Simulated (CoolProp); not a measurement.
Values from CoolProp's reference Helmholtz-energy equation of state, McLinden 2020.

Question: For R1336mzz(Z), give the phase and the Z, cv (kJ/(kg K)), speed of sound (m/s), isothermal compressibility (1/MPa) at 391.2 K and 7270 kPa.

Answer: 
- 391.2 K and 7270 kPa: liquid; Z 0.322, cv 1.03, speed of sound 397, isothermal compressibility 0.00745
